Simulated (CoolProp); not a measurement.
A single-stage vapour-compression cycle with the fluid: evaporating at 241.15 K (dew point), condensing at 283.15 K (bubble point), superheat 8 K, subcooling 0 K, compressor efficiency 0.9, no pressure losses. The same conditions are run with several fluids, on thermodynamics alone (safety and materials aside).

Values from CoolProp's reference Helmholtz-energy equation of state of each fluid (R1224YDZ: Akasaka 2023; R407C: Lemmon 2003; CH3F (R41): Lemmon 2006; sulfur hexafluoride: Guder 2009; R134a: Tillner-Roth 1994; R124: de Vries 1995). Blends and air are pseudo-pure fits.

```json
[
 {"fluid": "R1224YDZ", "cooling COP": "4.43", "pressure ratio": "7.78", "discharge temperature (K)": "299.5", "refrigerating effect (kJ/kg)": "151", "volumetric capacity (kJ/m³)": "117"},
 {"fluid": "R407C", "cooling COP": "3.61", "pressure ratio": "6.14", "discharge temperature (K)": "322.3", "refrigerating effect (kJ/kg)": "184", "volumetric capacity (kJ/m³)": "1010"},
 {"fluid": "CH3F (R41)", "cooling COP": "3.84", "pressure ratio": "3.47", "discharge temperature (K)": "338.3", "refrigerating effect (kJ/kg)": "320", "volumetric capacity (kJ/m³)": "4630"},
 {"fluid": "sulfur hexafluoride", "cooling COP": "3.68", "pressure ratio": "3.56", "discharge temperature (K)": "292.7", "refrigerating effect (kJ/kg)": "66.5", "volumetric capacity (kJ/m³)": "2390"},
 {"fluid": "R134a", "cooling COP": "4.33", "pressure ratio": "5.41", "discharge temperature (K)": "305.3", "refrigerating effect (kJ/kg)": "172", "volumetric capacity (kJ/m³)": "669"},
 {"fluid": "R124", "cooling COP": "4.36", "pressure ratio": "5.81", "discharge temperature (K)": "298.3", "refrigerating effect (kJ/kg)": "135", "volumetric capacity (kJ/m³)": "367"}
]
```
